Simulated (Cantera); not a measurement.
## Gas-phase reforming

A perfectly stirred reactor is fed with CH4 : CO2 : H2 = 1 : 0.76 : 1.3 (molar parts), at 1.01 bar; it is held at 1698 K, and followed from long to short residence time.

Detailed kinetics in Cantera: GRI-Mech 3.0 (53 species, 325 reactions).

| τ (s) | x CH4 | x CO2 | x H2 | x O2 | x C2H2 |
|---|---|---|---|---|---|
| 5.2 | 0.0202 | 0.00692 | 0.604 | 1.36e-12 | 0.0424 |
| 1.2 | 0.0330 | 0.0139 | 0.558 | 4.63e-12 | 0.0618 |
| 0.29 | 0.0572 | 0.0264 | 0.506 | 1.01e-11 | 0.0776 |
| 0.067 | 0.108 | 0.0615 | 0.464 | 1.41e-11 | 0.0744 |
| 0.016 | 0.192 | 0.139 | 0.449 | 1.09e-11 | 0.0468 |
| 0.0037 | 0.274 | 0.211 | 0.438 | 4.74e-12 | 0.0159 |
| 0.00086 | 0.313 | 0.240 | 0.428 | 1.56e-12 | 0.00252 |
| 0.00020 | 0.324 | 0.247 | 0.425 | <1e-12 | 0.000125 |
x: mole fraction; the columns are a selection and need not sum to one.
